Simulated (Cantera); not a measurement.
Charge: 1 mol MgCO3, 0.14 mol H2, 5 mol H2O, held at 2073.15 K and 0.100 bar.

Cantera equilibrium calculation (NASA polynomials, part measured and part estimated; ideal gas, pure solids and liquids). Candidate condensed phases: C, C6H6, C7H8, C8H18, H2O, Mg, MgCO3, MgO, Mg(OH)2; 116 gas species. Equilibrium is a limit: real reactors are often held back by kinetics, nucleation or transport.

Base state: H2O 0.808, CO2 0.145, H2 0.0184, CO 0.0160, OH 0.00564, O2 0.00467, H 0.00113, O 0.000249 (mole fractions); condensed: MgO(s).

Task: What changes in the equilibrium state with this change: temperature from 2073.15 K to 1225 K?

Result: 
```csv
species,before,after
H2O,0.808,0.819
CO2,0.145,0.158
H2,0.0184,0.0178
CO,0.0160,0.00503
Mg(OH)2,5.59e-5,1.16e-9
O2,0.00467,<1e-9
O,0.000249,<1e-9
OH,0.00564,5.51e-8
MgOH,1.01e-5,<1e-9
H,0.00113,1.31e-7
"MgO(s), mol",1.000,1.00
```

Task: What changes in the equilibrium state with this change: temperature from 2073.15 K to 650 K?

Result: 
| species | before | after |
|---|---|---|
| H2O | 0.808 | 0.815 |
| CO2 | 0.145 | 0.163 |
| H2 | 0.0184 | 0.0225 |
| CO | 0.0160 | 0.000288 |
| Mg(OH)2 | 5.59e-5 | <1e-9 |
| OH | 0.00564 | <1e-9 |
| O2 | 0.00467 | <1e-9 |
| H | 0.00113 | <1e-9 |
| O | 0.000249 | <1e-9 |
| MgOH | 1.01e-5 | <1e-9 |
| MgO(s), mol | 1.000 | 1.00 |
